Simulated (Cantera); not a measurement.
Feed: 1 mol Si, 4.6 mol HF, 94 mol H2, at 1177 °C and 0.310 bar.

These are equilibrium values from Cantera (NASA tables, ideal gas, pure condensed phases), not measurements of a reactor. Candidate condensed phases: Si; 25 gas species. The tables' values for SiF3 are old estimates; treat these amounts as uncertain. Kinetics and transport are ignored.

Task: What is the equilibrium state?

Result: 
| Property | Value |
|---|---|
| x(H2) | 0.983 |
| x(SiF4) | 0.00939 |
| x(HF) | 0.00702 |
| x(SiHF3) | 0.000445 |
| x(SiF3) | 0.000386 |
| x(H) | 1.68e-5 |
| x(SiF2) | 9.90e-6 |
| x(SiH2F2) | 9.72e-6 |
| gas amount | 97.62 mol |
| log10 activity of Si(s) (absent) | -3.26 |
